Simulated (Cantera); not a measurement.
Thermodynamics of silicon carbide growth, feed SiH2Cl2 + CH4 + H2

Input: 1 mol SiH2Cl2, 0.17 mol CH4, 1.1 mol H2, equilibrated at 1848 K.

These are equilibrium values from Cantera (NASA tables, ideal gas, pure condensed phases), not measurements of a reactor. Candidate condensed phases: C, C6H6, C7H8, C8H18, Si, SiC; 109 gas species. Mutual solubility and eutectic melting of coexisting phases are not modelled. The tables' values for SiCl3, SiCl are old estimates; treat these amounts as uncertain. Gases not in the tables: Si2H6 and higher silanes. Kinetics and transport are ignored.

```
P (Pa)  log p H2  log p HCl  log p SiCl2  log p SiCl3  log p H  log p Si  n Si(l)  n SiC(s)
------  --------  ---------  -----------  -----------  -------  --------  -------  --------
100        -3.23      -3.71        -3.73        -6.22    -4.89     -5.20    0.148     0.170
240        -2.84      -3.33        -3.35        -5.64    -4.70     -5.20    0.163     0.170
560        -2.47      -2.96        -2.98        -5.09    -4.51     -5.20    0.170     0.170
1300       -2.10      -2.59        -2.61        -4.54    -4.33     -5.20    0.173     0.170
3200       -1.71      -2.20        -2.23        -3.96    -4.13     -5.20    0.176     0.170
7500       -1.34      -1.83        -1.86        -3.41    -3.94     -5.20    0.178     0.170
18000      -0.96      -1.45        -1.49        -2.85    -3.75     -5.20    0.181     0.170
42000      -0.59      -1.09        -1.13        -2.32    -3.57     -5.20    0.185     0.170
100000     -0.21      -0.72        -0.78        -1.78    -3.38     -5.20    0.191     0.170
```
log p: log10 of the partial pressure in bar; n: condensed amount in mol.

From 1.00 mbar to 1.00 bar the condensed part is Si(l) + SiC(s). The main Si-bearing gas is SiCl2 throughout. The share of Si in condensed phases is highest at 1.00 bar (36.1 %) and lowest at 1.00 mbar (31.8 %).
